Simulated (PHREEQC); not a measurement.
A solution holds 0.25 mol Cd(NO3)2 per kg of water, at 70 °C. It is in equilibrium with CO2 at log p = -3.4 (atm). Otherwise closed; pH follows from the charge balance.

All values are PHREEQC results (ion-association model, phreeqc.dat), not measurements.

This is a speciation only: nothing precipitates in the calculation.

Task: Estimate the pH, density.

Result: pH 4.73; density 1.023 g/cm³.

Task: In which forms is Cd present?

Result: Cd+2 92 %, CdNO3+ 7.7 % of the Cd.

Caution: at this ionic strength the ion-association model is outside its range; a Pitzer model would be the better tool where its parameters exist. Constants without temperature data keep their 25 °C values here.
